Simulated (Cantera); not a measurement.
A Cantera script and its output.

```python
import numpy as np
import cantera as ct

gas = ct.Solution("h2o2.yaml")
gas.TPX = 1350, 18000, {'H2': 1.4, 'O2': 1, 'N2': 0.52}
reactor = ct.IdealGasConstPressureReactor(gas, energy="off", clone=False)
net = ct.ReactorNet([reactor])
net.rtol, net.atol = 1e-08, 1e-18
show = ['H2', 'O2', 'O', 'HO2', 'H2O']
times = np.geomspace(2e-06, 2, 10)

steps = ct.SolutionArray(gas, extra=["t"])
rows = []
print(f"{'t/s':>10s}{'T/K':>9s}{'P/Pa':>11s}" + "".join(f"{s:>11s}" for s in show))
for t in times:
    while net.time < t:
        t_next = net.step()
        steps.append(gas.state, t=t_next)
    rows.append([np.interp(t, steps.t, y) for y in (steps.T, steps.P, *steps(*show).X.T)])
    print(f"{t:10.3e}{rows[-1][0]:9.1f}{rows[-1][1]:11.4g}" + "".join(f"{x:11.3e}" for x in rows[-1][2:]))
rate = np.gradient(steps.T, steps.t)
print("integrator steps:", len(steps.t))
if steps.T.max() > steps.T[0] + 200:
    print(f"time of steepest temperature rise: {steps.t[rate.argmax()]:.4e} s")
gas.TPX = 1350, 18000, {'H2': 1.4, 'O2': 1, 'N2': 0.52}
gas.equilibrate("TP")
print(f"equilibrium (TP): T = {gas.T:.1f} K  " + "  ".join(f"{s} {gas[s].X[0]:.3e}" for s in show))
```

Output:

```
       t/s      T/K       P/Pa         H2         O2          O        HO2        H2O
 2.000e-06   1350.0    1.8e+04  4.795e-01  3.425e-01  6.424e-09  5.065e-08  9.197e-09
 9.283e-06   1350.0    1.8e+04  4.795e-01  3.425e-01  1.363e-07  2.409e-07  6.603e-07
 4.309e-05   1350.0    1.8e+04  4.681e-01  3.376e-01  1.199e-03  2.276e-05  7.776e-03
 2.000e-04   1350.0    1.8e+04  3.911e-02  1.449e-01  2.088e-02  5.363e-05  5.056e-01
 9.283e-04   1350.0    1.8e+04  2.277e-03  1.349e-01  8.483e-04  2.661e-05  6.248e-01
 4.309e-03   1350.0    1.8e+04  8.904e-05  1.350e-01  3.506e-05  2.197e-06  6.301e-01
 2.000e-02   1350.0    1.8e+04  8.394e-06  1.351e-01  3.743e-06  2.595e-07  6.305e-01
 9.283e-02   1350.0    1.8e+04  1.567e-06  1.351e-01  7.217e-07  8.062e-08  6.306e-01
 4.309e-01   1350.0    1.8e+04  8.385e-07  1.351e-01  3.719e-07  6.953e-08  6.306e-01
 2.000e+00   1350.0    1.8e+04  8.308e-07  1.351e-01  3.680e-07  6.948e-08  6.306e-01
integrator steps: 1829
equilibrium (TP): T = 1350.0 K  H2 8.308e-07  O2 1.351e-01  O 3.680e-07  HO2 6.948e-08  H2O 6.306e-01
```

Model: the H2/O2 subset of GRI-Mech 3.0, which has no nitrogen chemistry, integrated in Cantera. The temperature is held fixed by assumption; the heat of reaction is taken as removed at once.
